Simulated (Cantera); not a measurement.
A perfectly stirred reactor is fed with H₂ : O₂ = 0.09 : 1 (molar parts), equivalence ratio 0.045, at 0.0132 atm; it is held at 1325 K, and followed from long to short residence time.

Model: the H2/O2 subset of GRI-Mech 3.0, which has no nitrogen chemistry, integrated in Cantera. Radical loss at walls, strong at low pressure, is not modelled. The temperature is held fixed by assumption; the heat of reaction is taken as removed at once.

**Question.** What does this change do: H2 0.09 to 0.033 parts?

**Answer.** 
```csv
quantity,before,after
x(H₂) at τ = 1.70 s,0.000198,7.41e-5
x(O₂) at τ = 1.70 s,0.910,0.964
x(H) at τ = 1.70 s,0.000263,0.000136
x(H₂O) at τ = 1.70 s,0.0845,0.0316
x(OH) at τ = 1.70 s,0.00211,0.00125
x(H₂) at τ = 14.0 ms,0.00257,0.000983
x(O₂) at τ = 14.0 ms,0.870,0.944
x(H) at τ = 14.0 ms,0.0104,0.00267
x(H₂O) at τ = 14.0 ms,0.0722,0.0279
x(OH) at τ = 14.0 ms,0.00708,0.00355
```
